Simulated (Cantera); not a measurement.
Charge: 1 mol CaO, 17 mol F₂, at 1.58 Torr.

These are equilibrium values from Cantera (NASA tables, ideal gas, pure condensed phases), not measurements of a reactor. Candidate condensed phases: Ca, CaF₂, CaO; 13 gas species. Kinetics and transport are ignored.

### Question
At 823 K, list the 3 most abundant gas species with their mole fractions, and the condensed phases.

### Answer
F₂ 0.751, F 0.222, O₂ 0.0269. Condensed: CaF₂(s).
